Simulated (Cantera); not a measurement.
A Cantera script and its output.

```python
import numpy as np
import cantera as ct

gas = ct.Solution("gri30.yaml")
gas.TPX = 1825, 21000, {'CH4': 1, 'H2': 10}
inlet = ct.Reservoir(gas, clone=True)

reactor = ct.IdealGasConstPressureReactor(gas, energy="off", clone=False)
exhaust = ct.Reservoir(gas, clone=True)
tau = [15, 4.6, 1.4, 0.43, 0.13, 0.04, 0.012, 0.0037, 0.0011, 0.00034, 0.0001][0]
for a, b in ((inlet, reactor), (reactor, exhaust)):
    ct.MassFlowController(a, b, mdot=lambda t: reactor.mass / tau)
net = ct.ReactorNet([reactor])
show = ['CH4', 'H2', 'H', 'C2H4', 'C2H6', 'CH3', 'CH2']

rows = []
print(f"{'tau/s':>10s}{'T/K':>9s}" + "".join(f"{s:>11s}" for s in show))
for tau in [15, 4.6, 1.4, 0.43, 0.13, 0.04, 0.012, 0.0037, 0.0011, 0.00034, 0.0001]:
    net.initial_time = 0.0
    net.advance(30 * tau)
    before = gas.X
    net.advance(40 * tau)
    drift = np.max(np.abs(gas.X - before) / (gas.X + 1e-9))
    rows.append([gas.T, *gas[show].X, drift])
    print(f"{tau:10.3e}{gas.T:9.1f}" + "".join(f"{x:11.3e}" for x in gas[show].X))
```

Output:

```
     tau/s      T/K        CH4         H2          H       C2H4       C2H6        CH3        CH2
 1.500e+01   1825.0  3.191e-03  9.556e-01  9.424e-04  1.579e-04  7.700e-08  6.326e-05  7.093e-08
 4.600e+00   1825.0  4.986e-03  9.547e-01  9.367e-04  1.559e-04  1.668e-07  9.830e-05  1.086e-07
 1.400e+00   1825.0  8.485e-03  9.527e-01  9.259e-04  1.538e-04  4.514e-07  1.657e-04  1.784e-07
 4.300e-01   1825.0  1.471e-02  9.493e-01  9.079e-04  1.554e-04  1.300e-06  2.825e-04  2.919e-07
 1.300e-01   1825.0  2.530e-02  9.435e-01  8.799e-04  1.731e-04  3.688e-06  4.735e-04  4.600e-07
 4.000e-02   1825.0  4.100e-02  9.349e-01  8.424e-04  2.310e-04  9.190e-06  7.403e-04  6.647e-07
 1.200e-02   1825.0  6.051e-02  9.242e-01  7.960e-04  3.449e-04  1.870e-05  1.043e-03  8.575e-07
 3.700e-03   1825.0  7.684e-02  9.153e-01  7.378e-04  4.386e-04  2.722e-05  1.238e-03  9.315e-07
 1.100e-03   1825.0  8.622e-02  9.104e-01  6.226e-04  3.644e-04  2.629e-05  1.178e-03  7.616e-07
 3.400e-04   1825.0  8.965e-02  9.090e-01  3.860e-04  1.149e-04  1.245e-05  7.611e-04  3.249e-07
 1.000e-04   1825.0  9.059e-02  9.090e-01  1.405e-04  6.399e-06  1.677e-06  2.794e-04  4.636e-08
```

Model: GRI-Mech 3.0 (53 species, 325 reactions), integrated in Cantera. GRI-Mech 3.0 stops at C3 and has no aromatics, soot or wall deposition, so with more carbon than oxygen in the feed, carbon stays in small species such as C2H2 where larger ones or solid carbon would form.
